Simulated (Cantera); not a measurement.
Input: 1 mol SiCl4, 0.53 mol HCl, 7.1 mol H2, at 195 Torr.

Cantera equilibrium calculation (NASA polynomials, part measured and part estimated; ideal gas, pure solids and liquids). Candidate condensed phases: Si; 19 gas species. The numbers say what is thermodynamically allowed, not how fast it happens. All values below are at 823 K.

Base state: H2 0.821, SiCl4 0.114, HCl 0.0632, SiHCl3 0.00179 (mole fractions); condensed: gas only.

Q: What changes in the equilibrium state with this change: HCl from 0.53 to 4.1 mol?

A: 
```csv
species,before,after
H2,0.821,0.582
HCl,0.0632,0.336
SiCl4,0.114,0.0818
SiHCl3,0.00179,0.000171
```
